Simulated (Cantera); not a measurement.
Input (Python, Cantera) and output of one run.

```python
import numpy as np
import cantera as ct

gas_names = """
    H HO2 H2 H2O H2O2 Hg O OH O2 O3
""".split()
cond_names = """
    H2O(s) H2O(L) Hg(cr) Hg(L) HgO(s)
""".split()


# ... load() reads the species with a 1 bar reference pressure and builds the phases ...
atoms = {
    'HgO': {'Hg': 1, 'O': 1},
    'H2': {'H': 2},
}
top_T = {}  # K; cautious upper limits of use, not melting points


# ... equilibrate(T, P, feed) seeds the gas with the atoms and calls Mixture.equilibrate('TP', solver="vcs", rtol=1e-11, max_steps=5000) ...
results = []
feed = {'HgO': 1, 'H2': 41}  # mol
T = 1225  # K
P = 97  # Pa
mix = equilibrate(T, P, feed)
results.append((T, P, feed, dict(zip(mix.species_names, mix.species_moles))))
x = sorted(zip(gas.X, gas.species_names), reverse=True)
print(f"T = {T:g} K  P = {P:g} Pa  gas = {mix.phase_moles(0):.4g} mol")
print("   x: " + "  ".join(f"{s} {v:.3e}" for v, s in x if v > 0.0001))
print("   condensed (mol): " + ("  ".join(f"{mix.phase(i).name} {mix.phase_moles(i):.4g}"
      for i in range(1, mix.n_phases) if mix.phase_moles(i) > 1e-12) or "none"))
```

It prints:

```
T = 1225 K  P = 97 Pa  gas = 42 mol
   x: H2 9.524e-01  Hg 2.381e-02  H2O 2.381e-02
   condensed (mol): none
```

These are equilibrium values from Cantera (NASA tables, ideal gas, pure condensed phases), not measurements of a reactor.
